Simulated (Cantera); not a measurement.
A freely propagating, adiabatic, planar premixed flame of CH₄ : C₂H₆ : C₃H₈ : O₂ : N₂ = 1 : 0.29 : 0.29 : 3.43 : 13.1 (molar parts), unburnt at 600 K and 5.72 atm; mixture-averaged transport, grid criteria slope 0.08 and curve 0.16, no radiation.

Model: GRI-Mech 3.0 (53 species, 325 reactions), integrated in Cantera. GRI-Mech 3.0 was tuned for natural gas; its chemistry of propane as a main component is partial and can be far from experiment. Burning velocities carry a grid error of a few per cent, more on coarse grids.

Problem. What does this change do: CH4 1 to 1.3 parts?

Solution. 
```tsv
quantity	before	after
laminar burning velocity	64.0 cm/s	37.6 cm/s
thermal thickness	0.0904 mm	0.147 mm
peak x(C₂H)	3.74e-6	1.95e-6
peak x(CH₂O)	0.00201	0.00194
```

Problem. What does this change do: 1.6 parts H2O added?

Solution. 
```tsv
quantity	before	after
laminar burning velocity	64.0 cm/s	42.1 cm/s
thermal thickness	0.0904 mm	0.133 mm
peak x(C₂H)	3.74e-6	1.57e-6
peak x(CH₂O)	0.00201	0.00178
```
